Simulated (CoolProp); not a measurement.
Model: reference Helmholtz-energy equation of state, McLinden 2015, in CoolProp.

Problem. For the fluoroketone C6F12O (FK-5-1-12), give the phase and the density (kg/m³), cv (kJ/(kg K)), expansivity (1/kK), fugacity coefficient at -8.65 °C and 11200 kPa; 83.95 °C and 11200 kPa.

Solution. 
- -8.65 °C and 11200 kPa: liquid; density 1730, cv 0.877, expansivity 1.44, fugacity coefficient 0.00175
- 83.95 °C and 11200 kPa: liquid; density 1490, cv 0.926, expansivity 1.82, fugacity coefficient 0.0516
